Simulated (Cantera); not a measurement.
Input (Python, Cantera) and output of one run.

```python
import numpy as np
import cantera as ct

gas_names = """
    Br Br2 Ca CaBr CaBr2 CaO CaOH CaO2H2 Ca2 H HBr HO2 H2 H2O H2O2 O OH O2 O3
""".split()
cond_names = """
    Br2(cr) Br2(L) Ca(a) Ca(b) Ca(L) CaBr2(s) CaBr2(L) CaO(s) CaO(L) CaO2H2(s) H2O(s) H2O(L)
""".split()


# ... load() reads the species with a 1 bar reference pressure and builds the phases ...
atoms = {
    'CaO': {'Ca': 1, 'O': 1},
    'HBr': {'H': 1, 'Br': 1},
    'O2': {'O': 2},
}
top_T = {}  # K; cautious upper limits of use, not melting points


# ... equilibrate(T, P, feed) seeds the gas with the atoms and calls Mixture.equilibrate('TP', solver="vcs", rtol=1e-11, max_steps=5000) ...
results = []
feed = {'CaO': 1, 'HBr': 47, 'O2': 0.34}  # mol
P = 2.6  # Pa
for T in [600, 700, 800, 900, 1000, 1100, 1200, 1300, 1400, 1500, 1600]:
    mix = equilibrate(T, P, feed)
    results.append((T, P, feed, dict(zip(mix.species_names, mix.species_moles))))

top = {s: max(r[3][s] / sum(r[3][g] for g in gas_names) for r in results) for s in gas_names}
cols = sorted((s for s in top if top[s] > 0.0001), key=lambda s: -top[s])[:5]
seen = [c for c in cond_names if any(r[3].get(c, 0) > 1e-12 for r in results)]
print("log10 of partial pressures in bar; condensed amounts in mol")
print(f"{'T/K':>10s}" + "".join(f"{s[:9]:>10s}" for s in cols + seen))
for T, P, feed, n in results:
    ng = sum(n[g] for g in gas_names)
    print(f"{T:10.4g}" + "".join(f"{np.log10(max(n[s] / ng * P / 1e5, 1e-99)):10.3f}" for s in cols)
          + "".join(f"{n.get(c, 0):10.4g}" for c in seen))
```

Result:

```
log10 of partial pressures in bar; condensed amounts in mol
       T/K       HBr        Br        H2       H2O     CaBr2  CaBr2(s)
       600    -4.608    -8.844   -12.871    -6.022   -16.472         1
       700    -4.608    -7.641   -11.536    -6.023   -12.838         1
       800    -4.609    -6.780   -10.447    -6.024   -10.130    0.9999
       900    -4.613    -6.277    -9.263    -6.027    -8.040    0.9837
      1000    -4.622    -6.129    -7.814    -6.036    -6.381    0.2417
      1100    -4.633    -5.959    -6.732    -6.041    -6.266         0
      1200    -4.663    -5.673    -6.153    -6.050    -6.275         0
      1300    -4.720    -5.402    -5.787    -6.066    -6.292         0
      1400    -4.817    -5.185    -5.533    -6.090    -6.315         0
      1500    -4.957    -5.029    -5.361    -6.118    -6.344         0
      1600    -5.136    -4.926    -5.254    -6.146    -6.371         0
```

These are equilibrium values from Cantera (NASA tables, ideal gas, pure condensed phases), not measurements of a reactor.
